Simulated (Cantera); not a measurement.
c-C₄F₈ + H₂ (fluorocarbon and chlorocarbon gases)

A closed system holds: 1 mol c-C₄F₈, 9.1 mol H₂, equilibrated at 2950 °C.

Equilibrium computed with Cantera from the NASA thermochemical tables; the gas is ideal and each condensed phase is pure. Candidate condensed phases: C, C₆H₆, C₇H₈, C₈H₁₈; 95 gas species. The feed counts by its element totals alone. The numbers say what is thermodynamically allowed, not how fast it happens.

From 0.00750 Torr to 42.0 Torr nothing is condensed. From 180 Torr to 750 Torr the condensed part is C(graphite). The main C-bearing gas is C at 0.00750 Torr and C₂H₂ (acetylene) at 750 Torr.

```tsv
P (Pa)	x H	x HF	x F	x H₂	x C	x C₃	x C₂H₂ (acetylene)	x C₂	n C(graphite)
1	0.602	0.00197	0.263	4.06e-5	0.132	1.34e-5	6.02e-11	0.000393	0
4.20	0.601	0.00811	0.259	0.000170	0.129	0.000223	4.28e-9	0.00159	0
18	0.597	0.0324	0.243	0.000719	0.116	0.00297	2.68e-7	0.00550	0
75	0.585	0.106	0.195	0.00288	0.0784	0.0158	8.49e-6	0.0104	0
320	0.547	0.239	0.110	0.0107	0.0389	0.0352	0.000141	0.0109	0
1300	0.484	0.351	0.0449	0.0342	0.0170	0.0484	0.00142	0.00849	0
5600	0.378	0.428	0.0163	0.0897	0.00650	0.0503	0.0101	0.00535	0
24000	0.259	0.510	0.00662	0.180	0.00152	0.0118	0.0204	0.00125	2.43
100000	0.150	0.557	0.00299	0.252	0.000365	0.00283	0.0286	0.000301	2.83
```
x: gas mole fraction; n: condensed amount in mol.
